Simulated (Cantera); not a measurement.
A perfectly stirred reactor is fed with NO : N2 = 1 : 0.14 (molar parts), at 105 Torr; it is held at 1500 K, and followed from long to short residence time.

Cantera simulation using GRI-Mech 3.0 (53 species, 325 reactions); the numbers are that mechanism's predictions, not measurements.

### Question
What does this change do: temperature 1500 to 2175 K?

### Answer
| quantity | before | after |
|---|---|---|
| x(NO) at τ = 6.30 s | 0.865 | 0.0707 |
| x(O2) at τ = 6.30 s | 0.00581 | 0.400 |
| x(O) at τ = 6.30 s | 1.24e-6 | 0.00393 |
| x(NO2) at τ = 6.30 s | 0.000344 | 4.81e-5 |
| x(N2O) at τ = 6.30 s | 0.000229 | 1.66e-6 |
| x(NO) at τ = 76.0 ms | 0.877 | 0.744 |
| x(O2) at τ = 76.0 ms | 1.19e-5 | 0.0649 |
| x(O) at τ = 76.0 ms | 4.69e-7 | 0.00184 |
| x(NO2) at τ = 76.0 ms | 6.90e-5 | 0.000209 |
| x(N2O) at τ = 76.0 ms | 5.77e-5 | 0.000212 |
